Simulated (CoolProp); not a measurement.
Vapour-liquid equilibrium of R152A (1) + methanol (2) at 316.2 K; x and y are mole fractions of (1).

Computed with CoolProp (multi-fluid Helmholtz-energy mixture model, Outcalt 1996 and de Reuck 1993; pair parameters Bell 2016).

| x | bubble pressure, mixture model (MPa) | bubble pressure, Raoult's law (MPa) | y, mixture model | y, Raoult's law |
|---|---|---|---|---|
| 0.05 | 0.2110 | 0.08811 | 0.806 | 0.559 |
| 0.2 | 0.4620 | 0.2298 | 0.912 | 0.858 |
| 0.35 | 0.5601 | 0.3715 | 0.930 | 0.928 |
| 0.5 | 0.6291 | 0.5132 | 0.941 | 0.960 |
| 0.65 | 0.7071 | 0.6549 | 0.954 | 0.978 |
| 0.8 | 0.8070 | 0.7966 | 0.970 | 0.990 |
| 0.95 | 0.9353 | 0.9384 | 0.992 | 0.998 |

The largest gap from Raoult's law is +139.5 % in bubble pressure, at x = 0.05. No azeotrope shows between x = 0.05 and 0.95.

Pair parameters are fitted to limited data, so mixtures are less certain than the pure fluids. With so large a gap from Raoult's law the liquid may split in two, which this calculation doesn't test in full.
